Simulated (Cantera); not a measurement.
Charge: 1 mol CuO, 1.2 mol CH4, 2.3 mol N2, at 4.20 bar.

Cantera equilibrium calculation (NASA polynomials, part measured and part estimated; ideal gas, pure solids and liquids). Candidate condensed phases: C, C6H6, C7H8, C8H18, Cu, CuO, Cu(OH)2, Cu2O, H2O; 139 gas species. Rates play no part.

Task: Which condensed phases are stable at each of these points (T (K)): 825, 925, 1025, 1125, 1225, 1325, 1425, 1525?

Result: 
| T (K) | condensed phases | Cu condensed (%) |
|---|---|---|
| 825 | C(graphite) + Cu(s) | 100.0 |
| 925 | C(graphite) + Cu(s) | 100.0 |
| 1025 | C(graphite) + Cu(s) | 100.0 |
| 1125 | C(graphite) + Cu(s) | 100.0 |
| 1225 | C(graphite) + Cu(s) | 100.0 |
| 1325 | C(graphite) + Cu(s) | 100.0 |
| 1425 | C(graphite) + Cu(l) | 100.0 |
| 1525 | C(graphite) + Cu(l) | 100.0 |

From 825 K to 1325 K the condensed part is C(graphite) + Cu(s). From 1425 K to 1525 K the condensed part is C(graphite) + Cu(l).
